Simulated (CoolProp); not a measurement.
Values from CoolProp's reference Helmholtz-energy equation of state, Zhou 2012.

Problem. For p-xylene, give the phase and the cv (kJ/(kg K)), speed of sound (m/s), expansivity (1/kK), conductivity (mW/(m K)) at 437.4 K and 4870 kPa; 550.3 K and 4870 kPa; 562.9 K and 4870 kPa.

Solution. 
- 437.4 K and 4870 kPa: liquid; cv 1.76, speed of sound 824, expansivity 1.34, conductivity 97.4
- 550.3 K and 4870 kPa: liquid; cv 2.11, speed of sound 460, expansivity 2.46, conductivity 82.8
- 562.9 K and 4870 kPa: liquid; cv 2.15, speed of sound 419, expansivity 2.78, conductivity 81.8

Thermal conductivity comes from a separate model (Mylona 2014).
